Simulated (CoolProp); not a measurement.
Vapour-liquid equilibrium of R13 (1) + n-butane (2) at -53.25 °C; x and y are mole fractions of (1).

Computed with CoolProp (multi-fluid Helmholtz-energy mixture model, Platzer 1990 and Bücker 2006; pair parameters Bell 2016). This equation is an older, rougher fit; its heat capacities, sound speeds and derivatives of the liquid may be far off and weren't checked against measurements.

Give the bubble pressure and the first vapour's composition at x = 0.35, 0.5, 0.65. Is there an azeotrope?

x = 0.35: 194.9 kPa, y = 0.967; x = 0.5: 234.3 kPa, y = 0.976; x = 0.65: 268.4 kPa, y = 0.982. No azeotrope shows between x = 0.05 and 0.95.

Pair parameters are fitted to limited data, so mixtures are less certain than the pure fluids. With so large a gap from Raoult's law the liquid may split in two, which this calculation doesn't test in full.
